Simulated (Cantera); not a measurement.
Feed: 1 mol PbO, 45 mol H₂, 4 mol N₂.

Equilibrium computed with Cantera from the NASA thermochemical tables; the gas is ideal and each condensed phase is pure. Candidate condensed phases: H₂O, Pb, PbO, PbO₂, Pb₃O₄; 27 gas species. Kinetics and transport are ignored.

**Question.** What condenses at these points (T in K, P in Pa): (1373, 100000); (1598, 320); (1448, 320000); (1298, 32000); (1598, 3200)?

**Answer.** 
| T (K) | P in Pa | condensed phases | Pb condensed (%) |
|---|---|---|---|
| 1373 | 100000 | Pb | 68.4 |
| 1598 | 320 | gas only | 0.0 |
| 1448 | 320000 | Pb | 77.5 |
| 1298 | 32000 | Pb | 60.5 |
| 1598 | 3200 | gas only | 0.0 |
